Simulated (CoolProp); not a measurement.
Properties of carbonyl sulfide along the isobar 7.66 MPa (Tc = 378.8 K, pc = 6.369 MPa, ω = 0.098).

The numbers come from the reference Helmholtz-energy equation of state, Lemmon 2006 in CoolProp. It is a short technical equation, of lower accuracy than the large ones.

| T (K) | phase | density (kg/m³) | Joule-Thomson coefficient (K/MPa) | fugacity coefficient |
|---|---|---|---|---|
| 194 | liquid | 1243 | -0.4847 | 0.003422 |
| 211.7 | liquid | 1208 | -0.4644 | 0.009248 |
| 229.4 | liquid | 1172 | -0.4341 | 0.02089 |
| 247.1 | liquid | 1135 | -0.3923 | 0.04107 |
| 264.8 | liquid | 1096 | -0.3360 | 0.07237 |
| 282.4 | liquid | 1055 | -0.2604 | 0.1165 |
| 300.1 | liquid | 1009 | -0.1554 | 0.1750 |
| 317.8 | liquid | 959.3 | -0.004003 | 0.2476 |
| 335.5 | liquid | 902.0 | 0.2296 | 0.3329 |
| 353.2 | liquid | 832.7 | 0.6345 | 0.4282 |
| 370.9 | liquid | 738.0 | 1.535 | 0.5291 |
| 388.6 | supercritical | 500.6 | 6.452 | 0.6258 |
| 406.3 | supercritical | 250.6 | 10.21 | 0.6871 |
| 424 | supercritical | 202.5 | 9.354 | 0.7299 |
| 441.7 | supercritical | 176.7 | 8.421 | 0.7645 |
| 459.4 | supercritical | 159.3 | 7.603 | 0.7933 |
